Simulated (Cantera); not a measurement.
A Cantera script and what it prints.

```python
import numpy as np
import cantera as ct

gas_names = """
    NO BF3 NF3 NO2 B2O3
""".split()
cond_names = """
    BN(s)
""".split()


# ... load() reads the species with a 1 bar reference pressure and builds the phases ...
species = {s.name: s for s in load("nasa_gas.yaml", gas_names) + load("nasa_condensed.yaml", cond_names)}
# Each term lists the table entries of one substance; the one whose range holds T is used.
reactions = {
    '4 NO(g) + BF3(g) = BN + NF3(g) + 2 NO2(g)':
        [(-4, ['NO']), (-1, ['BF3']), (1, ['BN(s)']), (1, ['NF3']), (2, ['NO2'])],
    'B2O3(g) + 7 NO(g) = 5 NO2(g) + 2 BN':
        [(-1, ['B2O3']), (-7, ['NO']), (5, ['NO2']), (2, ['BN(s)'])],
}


def pick(names, T):
    return next(species[n] for n in names if species[n].thermo.min_temp <= T <= species[n].thermo.max_temp)


results = []
for label, terms in reactions.items():
    print(label)
    print("     T/K   dH/kJ  dS/(J/K)   dG/kJ   log10 K")
    for T in [1898, 1998, 2098, 2198, 2298, 2398, 2498]:
        used = [(nu, pick(names, T)) for nu, names in terms]
        dH = sum(nu * s.thermo.h(T) for nu, s in used) / 1e6
        dS = sum(nu * s.thermo.s(T) for nu, s in used) / 1e3
        dG = dH - T * dS / 1e3
        logK = -dG * 1e6 / (ct.gas_constant * T * np.log(10))
        results.append((label, T, dH, dS, dG, logK, [s.name for _, s in used]))
        print(f"{T:8g} {dH:8.1f} {dS:8.1f} {dG:8.1f} {logK:8.2f}")
```

Result:

```
4 NO(g) + BF3(g) = BN + NF3(g) + 2 NO2(g)
     T/K   dH/kJ  dS/(J/K)   dG/kJ   log10 K
    1898    480.5   -324.5   1096.5   -30.18
    1998    482.9   -323.3   1128.9   -29.51
    2098    485.3   -322.1   1161.1   -28.91
    2198    487.8   -321.0   1193.3   -28.36
    2298    490.3   -319.9   1225.3   -27.85
    2398    492.8   -318.8   1257.3   -27.39
    2498    495.4   -317.7   1289.1   -26.96
B2O3(g) + 7 NO(g) = 5 NO2(g) + 2 BN
     T/K   dH/kJ  dS/(J/K)   dG/kJ   log10 K
    1898   -113.4   -525.2    883.5   -24.31
    1998   -110.5   -523.7    935.9   -24.47
    2098   -107.6   -522.3    988.2   -24.60
    2198   -104.6   -520.9   1040.4   -24.72
    2298   -101.6   -519.6   1092.4   -24.83
    2398    -98.5   -518.3   1144.3   -24.93
    2498    -95.4   -517.0   1196.1   -25.01
```

Source: NASA polynomial tables (part measured, part estimated), evaluated in Cantera. Condensed species are held in their standard states even where they would react or evaporate.
